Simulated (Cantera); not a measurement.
Gas-phase reforming

An isothermal, constant-pressure homogeneous reactor starts with 15.4 % CH₄, 66.2 % CO₂, 18.5 % H₂, at 1448 K and 17.8 atm.

Cantera simulation using GRI-Mech 3.0 (53 species, 325 reactions); the numbers are that mechanism's predictions, not measurements. The pressure lies above the range GRI-Mech 3.0 was tuned for (to about 10 atm).

```csv
t (s),x CH₄,x CO₂,x H₂,x CH₂,x O₂,x CH₃
1.00e-6,0.154,0.662,0.185,<1e-12,<1e-12,2.77e-7
4.20e-6,0.154,0.662,0.185,<1e-12,<1e-12,1.16e-6
1.76e-5,0.154,0.662,0.185,4.39e-12,<1e-12,4.53e-6
7.40e-5,0.154,0.661,0.185,1.89e-11,<1e-12,9.40e-6
0.000311,0.154,0.661,0.184,2.18e-11,<1e-12,1.01e-5
0.00130,0.154,0.660,0.183,2.63e-11,<1e-12,1.11e-5
0.00548,0.153,0.654,0.178,2.98e-11,<1e-12,1.18e-5
0.0230,0.150,0.631,0.159,3.52e-11,<1e-12,1.25e-5
0.0965,0.138,0.556,0.101,6.11e-11,<1e-12,1.40e-5
0.405,0.0919,0.433,0.0552,2.09e-10,<1e-12,1.31e-5
1.70,0.0634,0.366,0.0661,2.14e-10,<1e-12,1.08e-5
7.15,0.0573,0.312,0.0913,7.19e-11,<1e-12,8.27e-6
30.0,0.0336,0.249,0.131,1.86e-11,<1e-12,4.05e-6
```
x: mole fraction; the columns are a selection and need not sum to one.

Equilibrium at this temperature and pressure: CH₄ 3.56e-5, CO₂ 0.194, H₂ 0.182, CH₂ <1e-12, O₂ <1e-12, CH₃ 3.67e-9 (gas phase only).
